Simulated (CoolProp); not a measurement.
Vapour-liquid equilibrium of R125 (1) + propylene (2) at 224.4 K; x and y are mole fractions of (1).

Model: multi-fluid Helmholtz-energy mixture model, Lemmon 2005 and Lemmon 2013; pair parameters Bell 2016, in CoolProp.

Problem. Give the bubble pressure and the first vapour's composition at x = 0.05, 0.35, 0.575. Is there an azeotrope?

Solution. x = 0.05: 107.0 kPa, y = 0.140; x = 0.35: 131.5 kPa, y = 0.438; x = 0.575: 132.8 kPa, y = 0.532. y crosses x between x = 0.5 and 0.575: the model has an azeotrope there.

Pair parameters are fitted to limited data, so mixtures are less certain than the pure fluids.
